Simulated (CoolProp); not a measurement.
R1132(E) at 269.42 K and 0.152 MPa is throttled through a valve to 0.103 MPa with no heat exchange. Each further row changes one setting.

Computed with CoolProp (reference Helmholtz-energy equation of state, Akasaka 2024).

| case | temperature change (K) | final density (kg/m³) |
|---|---|---|
| as stated | … | … |
| outlet pressure 0.0309 MPa | … | 0.897 |
| outlet pressure 0.134 MPa | -0.4 | 3.92 |

### Question
What belongs in the gaps?

### Answer

- as stated, temperature change (K): -1.1
- as stated, final density (kg/m³): 3.01
- outlet pressure 0.0309 MPa, temperature change (K): -2.6
